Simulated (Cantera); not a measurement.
Feed: 1 mol PbO, 0.21 mol H₂, at 1 atm.

These are equilibrium values from Cantera (NASA tables, ideal gas, pure condensed phases), not measurements of a reactor. Candidate condensed phases: H₂O, Pb, PbO, PbO₂, Pb₃O₄; 12 gas species. Each liquid is taken as pure. Mutual solubility and eutectic melting of coexisting phases are not modelled. Gases not in the tables: (PbO)n polymers. Kinetics and transport are ignored.

**Question.** Which condensed phases are stable at each of these points (T (°C)): 700, 750, 800, 850, 900, 950, 1000, 1050, 1100, 1150?

**Answer.** 
```json
[
 {"T (°C)": "700", "condensed phases": "Pb(l) + PbO(yellow)", "Pb condensed (%)": "100.0"},
 {"T (°C)": "750", "condensed phases": "Pb(l) + PbO(yellow)", "Pb condensed (%)": "100.0"},
 {"T (°C)": "800", "condensed phases": "Pb(l) + PbO(yellow)", "Pb condensed (%)": "100.0"},
 {"T (°C)": "850", "condensed phases": "Pb(l) + PbO(yellow)", "Pb condensed (%)": "100.0"},
 {"T (°C)": "900", "condensed phases": "Pb(l) + PbO(l)", "Pb condensed (%)": "100.0"},
 {"T (°C)": "950", "condensed phases": "Pb(l) + PbO(l)", "Pb condensed (%)": "100.0"},
 {"T (°C)": "1000", "condensed phases": "Pb(l) + PbO(l)", "Pb condensed (%)": "100.0"},
 {"T (°C)": "1050", "condensed phases": "Pb(l) + PbO(l)", "Pb condensed (%)": "99.9"},
 {"T (°C)": "1100", "condensed phases": "Pb(l) + PbO(l)", "Pb condensed (%)": "99.8"},
 {"T (°C)": "1150", "condensed phases": "Pb(l) + PbO(l)", "Pb condensed (%)": "99.7"}
]
```

From 700 °C to 850 °C the condensed part is Pb(l) + PbO(yellow). From 900 °C to 1150 °C the condensed part is Pb(l) + PbO(l).
